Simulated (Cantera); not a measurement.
Feed: 1 mol Si3N4, 0.03 mol H2O, 190 mol H2, equilibrated at 1923.15 K.

These are equilibrium values from Cantera (NASA tables, ideal gas, pure condensed phases), not measurements of a reactor. Candidate condensed phases: H2O, Si, SiO2, Si2N2O, Si3N4; 35 gas species. Kinetics and transport are ignored.

At 0.100 Pa, list the 4 most abundant gas species with their mole fractions, and the condensed phases.

H 0.590, H2 0.392, Si 0.0107, N2 0.00723. Condensed: gas only.
